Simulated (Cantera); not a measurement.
Source: NASA polynomial tables (part measured, part estimated), evaluated in Cantera. Values are per mole of reaction as written; species without (g) are pure solids or liquids, kept so even where they would boil at 1 bar. TiC: taken at fixed stoichiometry.

Q: Between 375 and 1175 K, where is each reaction favourable under standard conditions?
- 3 C₂H₅OH(g) + 2 TiC + 5 C₂H₆(g) ⇌ 6 C₃H₈(g) + Ti₂O₃

A: 
- 3 C₂H₅OH(g) + 2 TiC + 5 C₂H₆(g) ⇌ 6 C₃H₈(g) + Ti₂O₃: ΔG° is -530 kJ at 375 K and -288 kJ at 1175 K; it stays negative (K > 1). ΔH° is -618 kJ and ΔS° -281 J/K at 1175 K.
